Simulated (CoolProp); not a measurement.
Properties of normal hydrogen along the isotherm -242.45 °C.

Model: reference Helmholtz-energy equation of state, Leachman 2009, in CoolProp.

| p (bar) | phase | cp (kJ/(kg K)) | cv (kJ/(kg K)) | speed of sound (m/s) | Joule-Thomson coefficient (K/MPa) |
|---|---|---|---|---|---|
| 0.41 | gas | 10.50 | 6.204 | 457.0 | 9.698 |
| 0.777 | gas | 10.68 | 6.221 | 454.8 | 9.730 |
| 1.47 | gas | 11.05 | 6.255 | 450.5 | 9.791 |
| 2.79 | gas | 11.93 | 6.337 | 441.9 | 9.911 |
| 5.29 | gas | 14.72 | 6.582 | 422.8 | 10.13 |
| 10 | liquid | 27.02 | 6.410 | 695.1 | 0.9355 |
| 19 | liquid | 17.74 | 6.282 | 854.9 | 0.1600 |
| 36.1 | liquid | 13.91 | 6.283 | 1012 | -0.3287 |
| 68.4 | liquid | 11.65 | 6.327 | 1191 | -0.6759 |
| 130 | liquid | 10.12 | 6.368 | 1410 | -0.9221 |
